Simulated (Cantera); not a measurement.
**Silicon epitaxy and polysilicon growth: SiH₄ + HCl + H₂**

Feed: 1 mol SiH₄, 2.7 mol HCl, 620 mol H₂, equilibrated at 1.00 bar.

Equilibrium computed with Cantera from the NASA thermochemical tables; the gas is ideal and each condensed phase is pure. Candidate condensed phases: Si; 19 gas species. Gases not in the tables: Si₂H₆ and higher silanes. Kinetics and transport are ignored.

```csv
T (K),x H₂,x HCl,x SiHCl₃,x H,x SiCl₄,x SiH₂Cl₂,x SiCl₂,x SiH₂,n Si(s),n Si(l)
873,0.998,0.000793,0.000707,4.67e-11,0.000262,0.000174,7.99e-7,1.36e-12,0.279,0
973,0.997,0.00192,0.000476,1.08e-9,0.000163,0.000145,5.93e-6,4.17e-11,0.496,0
1073,0.996,0.00326,0.000199,1.40e-8,5.32e-5,8.70e-5,2.08e-5,6.74e-10,0.763,0
1173,0.996,0.00398,4.72e-5,1.18e-7,8.10e-6,3.52e-5,3.62e-5,6.78e-9,0.913,0
1273,0.996,0.00416,9.73e-6,7.12e-7,1.02e-6,1.29e-5,4.50e-5,4.74e-8,0.952,0
1373,0.996,0.00420,2.32e-6,3.32e-6,1.55e-7,5.16e-6,5.08e-5,2.50e-7,0.960,0
1473,0.996,0.00420,6.64e-7,1.26e-5,2.98e-8,2.32e-6,5.57e-5,1.05e-6,0.960,0
1573,0.996,0.00420,2.22e-7,4.06e-5,7.06e-9,1.15e-6,5.99e-5,3.65e-6,0.957,0
1673,0.996,0.00419,8.48e-8,0.000114,1.99e-9,6.23e-7,6.36e-5,1.10e-5,0.950,0
1773,0.995,0.00420,3.10e-8,0.000284,5.58e-10,3.09e-7,5.70e-5,2.46e-5,0,0.944
```
x: gas mole fraction; n: condensed amount in mol.

From 873 K to 1673 K the condensed part is Si(s). At 1773 K the condensed part is Si(l). The main Si-bearing gas is SiHCl₃ at 873 K and SiCl₂ at 1773 K.
